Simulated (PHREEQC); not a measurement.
## Leach liquor

A solution holds 69 mmol/kgw HCl, 170 mmol/kgw LiCl and 9.8 mmol/kgw MgSO4, at 45 °C and 500 atm. Closed to the air; pH follows from the charge balance.

Computed with PHREEQC (ion-association model, phreeqc.dat).

Precipitation was switched off in this run.

### Question
Predict the pH.

### Answer
pH 1.30.

### Question
In which forms is S present?

### Answer
HSO4- 54 %, SO4-2 31 %, LiSO4- 8.3 %, MgSO4 7.1 % of the S.

Under pressure, the constants of complexes without a molar volume in the database are unreliable. At this temperature some constants are extrapolated from 25 °C, and those without enthalpy data are left unchanged.
